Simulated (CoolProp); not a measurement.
Properties of chloromethane (R40) along the isotherm 500 K (Tc = 418.6 K, pc = 6.929 MPa, ω = 0.150).

Computed with CoolProp (reference Helmholtz-energy equation of state, Thol 2014).

```csv
p (MPa),phase,Z,cv (kJ/(kg K)),Joule-Thomson coefficient (K/MPa),isothermal compressibility (1/MPa),expansivity (1/kK)
1.15,gas,0.9661,0.9399,7.668,0.9004,2.252
2.31,gas,0.9312,0.9514,7.674,0.4657,2.547
3.46,gas,0.8957,0.9631,7.667,0.3239,2.891
4.62,gas,0.8589,0.9749,7.640,0.2538,3.301
5.77,gas,0.8217,0.9867,7.585,0.2132,3.787
6.93,supercritical,0.7833,0.9986,7.489,0.1869,4.373
8.08,supercritical,0.7447,1.010,7.338,0.1691,5.068
9.24,supercritical,0.7056,1.021,7.109,0.1558,5.893
10.4,supercritical,0.6671,1.031,6.780,0.1450,6.827
```
